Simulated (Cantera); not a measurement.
# Silicon carbide growth: CH₃SiCl₃ + C₃H₈ + H₂

Feed: 1 mol CH₃SiCl₃, 0.89 mol C₃H₈, 8.2 mol H₂, held at 2450 K and 510 Pa.

Method: chemical equilibrium by Gibbs-energy minimisation in Cantera with the NASA 1993 tables (ideal gas, pure condensed phases). Candidate condensed phases: C, C₆H₆, C₇H₈, C₈H₁₈, Si, SiC; 109 gas species. The feed counts by its element totals alone. The tables' values for SiCl are old estimates; treat these amounts as uncertain. Gases not in the tables: Si₂H₆ and higher silanes. Equilibrium is a limit: real reactors are often held back by kinetics, nucleation or transport.

```json
{
  "x(H₂)": "0.568",
  "x(H)": "0.212",
  "x(HCl)": "0.127",
  "x(Si)": "0.0388",
  "x(Cl)": "0.0336",
  "x(SiC₂)": "0.00868",
  "x(C₂H₂ (acetylene))": "0.00495",
  "x(SiCl₂)": "0.00265",
  "x(SiCl)": "0.00235",
  "n(C(graphite))": "3.15 mol",
  "gas_amount": "17.85 mol",
  "log10 activity of Si(l) (absent)": "-1.21"
}
```
